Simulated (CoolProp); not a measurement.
Vapour-liquid equilibrium of R1234yf (1) + R134a (2) at 0.201 MPa; x and y are mole fractions of (1).

Values from CoolProp's multi-fluid Helmholtz-energy mixture model, Lemmon 2022 and Tillner-Roth 1994; pair parameters Bell 2022.

| x | bubble temperature (K) | y at the bubble point | dew temperature at overall composition x (K) | liquid density (mol/L) |
|---|---|---|---|---|
| 0.05 | 262.7 | 0.067 | 262.8 | 12.87 |
| 0.15 | 261.9 | 0.186 | 262.1 | 12.59 |
| 0.25 | 261.2 | 0.292 | 261.5 | 12.33 |
| 0.35 | 260.7 | 0.389 | 260.9 | 12.08 |
| 0.45 | 260.4 | 0.480 | 260.5 | 11.84 |
| 0.55 | 260.1 | 0.568 | 260.2 | 11.60 |
| 0.65 | 260.0 | 0.656 | 260.0 | 11.38 |
| 0.75 | 260.0 | 0.747 | 260.0 | 11.16 |
| 0.85 | 260.1 | 0.842 | 260.1 | 10.95 |
| 0.95 | 260.3 | 0.945 | 260.3 | 10.75 |

y crosses x between x = 0.65 and 0.75: the model has an azeotrope there.

Pair parameters are fitted to limited data, so mixtures are less certain than the pure fluids.
